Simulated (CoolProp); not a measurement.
Properties of octamethyltrisiloxane (MDM) along the isotherm 301.85 °C (Tc = 292.2 °C, pc = 1.438 MPa, ω = 0.528).

Computed with CoolProp (reference Helmholtz-energy equation of state, Thol 2017).

```tsv
p (MPa)	phase	Z	speed of sound (m/s)	isothermal compressibility (1/MPa)	expansivity (1/kK)
1.44	supercritical	0.5125	69.85	2.049	20.39
2.88	supercritical	0.3154	172.7	0.09036	5.748
4.31	supercritical	0.4331	236.3	0.04230	3.547
5.75	supercritical	0.5502	281.8	0.02783	2.752
7.19	supercritical	0.6646	318.6	0.02082	2.320
8.63	supercritical	0.7766	350.2	0.01666	2.041
10.1	supercritical	0.8889	378.8	0.01386	1.838
11.5	supercritical	0.9940	403.5	0.01195	1.692
12.9	supercritical	1.098	426.2	0.01051	1.576
14.4	supercritical	1.207	448.9	0.009314	1.475
```
